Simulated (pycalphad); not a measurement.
All values are pycalphad results on the COST 507 light-alloy database (1999) (1 atm), not direct measurements. The data set is of 1999 and partly superseded. Phase fractions are per mole of atoms.

Q: Give the equilibrium state of Si-2.74Zr (wt.%) at 1250 K.

A: DIAMOND_A4, fraction 0.974, with no Zr wt.%; SI2ZR, fraction 0.026, with 61.9 Zr wt.%.

Database names, with the compositions (at.%) that they take in these runs: SI2ZR: Si 67 Zr 33. DIAMOND_A4 is diamond (Si). An entry "none" or "no" means that the model of the phase leaves that element out.
